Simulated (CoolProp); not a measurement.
Properties of fluorine along the isotherm 82.9 K (Tc = 144.4 K, pc = 5240 kPa, ω = 0.045).

The numbers come from the reference Helmholtz-energy equation of state, de Reuck 1990 in CoolProp.

```json
[
 {"p (kPa)": "63.2", "phase": "gas", "density (kg/m³)": "3.567", "cp (kJ/(kg K))": "0.8053", "cv (kJ/(kg K))": "0.5625", "fugacity coefficient": "0.9771"},
 {"p (kPa)": "130", "phase": "liquid", "density (kg/m³)": "1517", "cp (kJ/(kg K))": "1.504", "cv (kJ/(kg K))": "0.8272", "fugacity coefficient": "0.5898"},
 {"p (kPa)": "267", "phase": "liquid", "density (kg/m³)": "1517", "cp (kJ/(kg K))": "1.503", "cv (kJ/(kg K))": "0.8274", "fugacity coefficient": "0.2886"},
 {"p (kPa)": "548", "phase": "liquid", "density (kg/m³)": "1518", "cp (kJ/(kg K))": "1.502", "cv (kJ/(kg K))": "0.8278", "fugacity coefficient": "0.1421"},
 {"p (kPa)": "1120", "phase": "liquid", "density (kg/m³)": "1519", "cp (kJ/(kg K))": "1.500", "cv (kJ/(kg K))": "0.8287", "fugacity coefficient": "0.07096"},
 {"p (kPa)": "2310", "phase": "liquid", "density (kg/m³)": "1522", "cp (kJ/(kg K))": "1.495", "cv (kJ/(kg K))": "0.8307", "fugacity coefficient": "0.03592"},
 {"p (kPa)": "4740", "phase": "liquid", "density (kg/m³)": "1528", "cp (kJ/(kg K))": "1.486", "cv (kJ/(kg K))": "0.8347", "fugacity coefficient": "0.01911"},
 {"p (kPa)": "9740", "phase": "liquid", "density (kg/m³)": "1540", "cp (kJ/(kg K))": "1.470", "cv (kJ/(kg K))": "0.8427", "fugacity coefficient": "0.01113"},
 {"p (kPa)": "20000", "phase": "liquid", "density (kg/m³)": "1561", "cp (kJ/(kg K))": "1.442", "cv (kJ/(kg K))": "0.8541", "fugacity coefficient": "0.007808"}
]
```
